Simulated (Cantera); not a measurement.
## Adiabatic ignition

An adiabatic, constant-volume homogeneous reactor starts with 30.5 % CO, 5.18 % H2, 1.04 % CH4, 13.3 % O2, 50.0 % N2, equivalence ratio 1.5, at 1700 K and 14.0 bar.

Computed with Cantera and GRI-Mech 3.0 (53 species, 325 reactions). The pressure lies above the range GRI-Mech 3.0 was tuned for (to about 10 atm). Above 3000 K some thermodynamic fits are extrapolated.

```
t (s)     T (K)  P (bar)   x CO     x H2   x CH4    x HCO    x NO2
--------  -----  -------  -----  -------  ------  -------  -------
3.00e-6    3084     23.8  0.201  0.00992  <1e-12  2.55e-6  7.90e-7
9.11e-6    3274     24.9  0.189  0.00904  <1e-12  1.82e-6  3.81e-6
2.77e-5    3258     24.8  0.190  0.00925  <1e-12  1.79e-6  8.08e-6
8.40e-5    3252     24.8  0.190  0.00932  <1e-12  1.79e-6  9.31e-6
0.000255   3252     24.8  0.190  0.00932  <1e-12  1.79e-6  9.33e-6
0.000775   3252     24.8  0.190  0.00932  <1e-12  1.79e-6  9.33e-6
0.00235    3252     24.8  0.190  0.00932  <1e-12  1.79e-6  9.33e-6
0.00714    3252     24.8  0.190  0.00932  <1e-12  1.79e-6  9.33e-6
0.0217     3252     24.8  0.190  0.00932  <1e-12  1.79e-6  9.33e-6
0.0659     3252     24.8  0.190  0.00932  <1e-12  1.79e-6  9.33e-6
0.200      3252     24.8  0.190  0.00932  <1e-12  1.79e-6  9.33e-6
```
x: mole fraction; the columns are a selection and need not sum to one.

- time of steepest temperature rise = 1.37 µs
- temperature at 0.200 s = 3252 K
- equilibrium temperature = 3252 K
- x(CO) at 0.200 s = 0.190 (gas-phase equilibrium 0.190)
- x(H2) at 0.200 s = 0.00932 (gas-phase equilibrium 0.00932)
- x(CH4) at 0.200 s = <1e-12 (gas-phase equilibrium <1e-12)
